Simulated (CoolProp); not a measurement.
Model: reference Helmholtz-energy equation of state, Gao 2022, in CoolProp.

Task: For n-perfluorobutane, give the phase and the Z, cp (kJ/(kg K)), cv (kJ/(kg K)), expansivity (1/kK) at 428.7 K and 14.4 bar.

Result: 
- 428.7 K and 14.4 bar: gas; Z 0.846, cp 1.03, cv 0.946, expansivity 4.25
